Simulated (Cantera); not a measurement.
An isothermal, constant-pressure homogeneous reactor starts with 11.3 % H2, 80.6 % O2, 8.06 % N2, equivalence ratio 0.070, at 950 K and 0.00650 bar.

Computed with Cantera and the H2/O2 subset of GRI-Mech 3.0, which has no nitrogen chemistry. Radical loss at walls, strong at low pressure, is not modelled. The temperature is held fixed by assumption; the heat of reaction is taken as removed at once.

x: mole fraction; the columns are a selection and need not sum to one.

```csv
t (s),x H2,x O2,x H2O2,x H2O,x OH,x H,x O
0.000200,0.113,0.806,<1e-12,1.91e-12,2.47e-12,1.86e-11,3.66e-12
0.000773,0.113,0.806,<1e-12,6.34e-11,2.13e-11,9.30e-11,4.84e-11
0.00299,0.113,0.806,<1e-12,6.35e-9,[?],3.88e-9,2.72e-9
0.0116,0.107,0.803,1.15e-8,0.00438,[?],0.00260,0.00169
0.0447,0.00211,0.778,9.05e-8,0.109,[?],0.0115,0.0136
0.173,0.000155,0.794,9.48e-8,0.119,[?],0.000188,0.00102
0.669,7.61e-6,0.795,4.72e-8,0.120,[?],2.14e-6,5.26e-5
2.59,5.60e-7,0.795,1.63e-8,0.120,[?],5.88e-8,4.76e-6
10.0,7.03e-8,0.795,5.57e-9,0.120,[?],3.37e-9,7.09e-7
```

**Question.** Complete the blanks.

**Answer.** 
- 0.00299, x OH: 1.03e-9
- 0.0116, x OH: 0.000613
- 0.0447, x OH: 0.00172
- 0.173, x OH: 0.000384
- 0.669, x OH: 8.51e-5
- 2.59, x OH: 2.58e-5
- 10.0, x OH: 9.97e-6
